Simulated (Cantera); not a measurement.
## Ignition delay

Mixture: 6.38 % CH4, 19.6 % O2, 74.0 % N2, at 0.326 atm, adiabatic and at constant volume. Ignition delay is the time to a rise of 400 K.

Detailed kinetics in Cantera: GRI-Mech 3.0 (53 species, 325 reactions).

```tsv
T0 (K)	delay (ms)
1173	129
1273	29.9
1373	8.53
1473	3.03
1573	1.30
1673	0.637
1773	0.342
1873	0.197
1973	0.120
```

| Quantity | Result |
|---|---|
| apparent activation energy between 1773 and 1973 K | 150 kJ/mol |
